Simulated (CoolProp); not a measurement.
Vapour pressure (kPa) of R1234ze(Z): the reference equation beside estimates from Tc = 423.3 K, pc = 3531 kPa, ω = 0.327. Clausius-Clapeyron is anchored at 335.1 K with a constant enthalpy of vaporisation of 20.59 kJ/mol.

The numbers come from the reference Helmholtz-energy equation of state, Akasaka 2019 in CoolProp.

```json
[
 {"T (K)": "335.1", "reference": "544.7", "Lee-Kesler": "550.4", "Clausius-Clapeyron": "544.7", "van der Waals": "1289", "Soave-Redlich-Kwong": "552.5"},
 {"T (K)": "340.5", "reference": "627.6", "Lee-Kesler": "634.1", "Clausius-Clapeyron": "612.5", "van der Waals": "1389", "Soave-Redlich-Kwong": "637.4"},
 {"T (K)": "345.8", "reference": "718.0", "Lee-Kesler": "725.1", "Clausius-Clapeyron": "684.7", "van der Waals": "1490", "Soave-Redlich-Kwong": "729.8"},
 {"T (K)": "351.2", "reference": "819.8", "Lee-Kesler": "827.5", "Clausius-Clapeyron": "764.4", "van der Waals": "1599", "Soave-Redlich-Kwong": "834.1"},
 {"T (K)": "356.5", "reference": "930.0", "Lee-Kesler": "938.0", "Clausius-Clapeyron": "848.9", "van der Waals": "1710", "Soave-Redlich-Kwong": "946.8"},
 {"T (K)": "361.9", "reference": "1053", "Lee-Kesler": "1062", "Clausius-Clapeyron": "941.6", "van der Waals": "1828", "Soave-Redlich-Kwong": "1073"},
 {"T (K)": "367.3", "reference": "1189", "Lee-Kesler": "1197", "Clausius-Clapeyron": "1041", "van der Waals": "1951", "Soave-Redlich-Kwong": "1211"},
 {"T (K)": "372.6", "reference": "1334", "Lee-Kesler": "1342", "Clausius-Clapeyron": "1146", "van der Waals": "2077", "Soave-Redlich-Kwong": "1359"},
 {"T (K)": "378", "reference": "1495", "Lee-Kesler": "1503", "Clausius-Clapeyron": "1260", "van der Waals": "2210", "Soave-Redlich-Kwong": "1523"},
 {"T (K)": "383.4", "reference": "1671", "Lee-Kesler": "1678", "Clausius-Clapeyron": "1382", "van der Waals": "2348", "Soave-Redlich-Kwong": "1702"},
 {"T (K)": "388.7", "reference": "1859", "Lee-Kesler": "1865", "Clausius-Clapeyron": "1509", "van der Waals": "2488", "Soave-Redlich-Kwong": "1891"},
 {"T (K)": "394.1", "reference": "2066", "Lee-Kesler": "2072", "Clausius-Clapeyron": "1647", "van der Waals": "2637", "Soave-Redlich-Kwong": "2100"},
 {"T (K)": "399.4", "reference": "2286", "Lee-Kesler": "2292", "Clausius-Clapeyron": "1790", "van der Waals": "2787", "Soave-Redlich-Kwong": "2321"},
 {"T (K)": "404.8", "reference": "2529", "Lee-Kesler": "2535", "Clausius-Clapeyron": "1945", "van der Waals": "2946", "Soave-Redlich-Kwong": "2563"},
 {"T (K)": "410.2", "reference": "2792", "Lee-Kesler": "2798", "Clausius-Clapeyron": "2108", "van der Waals": "3111", "Soave-Redlich-Kwong": "2823"}
]
```

Absolute difference from the reference over all 15 rows, mean and median: Lee-Kesler 0.6 and 0.6 %, Clausius-Clapeyron 13.4 and 14.1 %, van der Waals 62.5 and 55.7 %, Soave-Redlich-Kwong 1.7 and 1.7 %.
